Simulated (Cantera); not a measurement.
Charge: 1 mol FeS2, 0.7 mol H2, 0.067 mol H2O, at 0.110 bar.

Equilibrium computed with Cantera from the NASA thermochemical tables; the gas is ideal and each condensed phase is pure. Candidate condensed phases: Fe, FeO, Fe(OH)2, Fe(OH)3, FeS, FeSO4, FeS2, Fe2O3, Fe2(SO4)3, Fe3O4, H2O, H2SO4, S; 22 gas species. FeS: taken at fixed stoichiometry. The numbers say what is thermodynamically allowed, not how fast it happens. All values below are at 1673 K.

Base state: H2 0.441, S2 0.343, H2S 0.147, H2O 0.0557, SH 0.0117, S 0.000436, SO 0.000433, H 0.000228 (mole fractions); condensed: FeS(l).

**Question.** What changes in the equilibrium state with this change: pressure from 0.110 bar to 64.0 Pa?

**Answer.** 
```
species        before    after
-----------  --------  -------
H2              0.441    0.533
S2              0.343    0.375
H2O            0.0557   0.0459
H2S             0.147   0.0141
SH             0.0117   0.0134
Fe            2.12e-6  0.00457
H            0.000228  0.00329
S            0.000436  0.00596
OH            1.39e-6  1.36e-5
FeS(l), mol     1.000    0.994
```
